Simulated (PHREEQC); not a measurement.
Make-up at 45 °C: 0.0013 mol CdCl2, 0.26 mol KCl and 0.09 mol H2SO4 per kg of water. Closed to the air; pH follows from the charge balance.

Computed with PHREEQC (ion-association model, phreeqc.dat).

Each row changes one thing in this solution. This is a speciation only: nothing precipitates in the calculation.

| case | pH | ionic strength (mol/kgw) | HSO4- (mol/kgw) | SO4-2 (mol/kgw) | KSO4- (mol/kgw) | CdCl+ (mol/kgw) | SI of Sylvite (KCl) |
|---|---|---|---|---|---|---|---|
| as made | 1.06 | 0.383 | 0.0659 | 0.0160 | 0.00802 | 0.000715 | -2.54 |
| H2SO4 from 0.09 to 0.45 mol/kgw | 0.43 | 0.777 | 0.405 | 0.0327 | … | 0.000735 | -2.61 |
| KCl from 0.26 to 0.39 mol/kgw | 1.05 | … | 0.0621 | 0.0168 | … | 0.000624 | -2.22 |
| KCl from 0.26 to 1.3 mol/kgw | … | 1.43 | 0.0432 | 0.0195 | 0.0273 | 0.000246 | -1.25 |
| diluted 100-fold with water | 2.81 | 0.00502 | 0.000142 | 0.000743 | … | 1.91e-6 | -6.23 |

Task: What belongs in the gaps?

Result: 
- H2SO4 from 0.09 to 0.45 mol/kgw, KSO4- (mol/kgw): 0.0118
- KCl from 0.26 to 0.39 mol/kgw, ionic strength (mol/kgw): 0.514
- KCl from 0.26 to 0.39 mol/kgw, KSO4- (mol/kgw): 0.0111
- KCl from 0.26 to 1.3 mol/kgw, pH: 1.00
- diluted 100-fold with water, KSO4- (mol/kgw): 1.37e-5

The ionic strength passes 0.7 mol/kgw, the rough limit of the ion-association models, in H2SO4 from 0.09 to 0.45 mol/kgw; KCl from 0.26 to 1.3 mol/kgw. Species that the database lacks are ignored. At this temperature some constants are extrapolated from 25 °C, and those without enthalpy data are left unchanged.
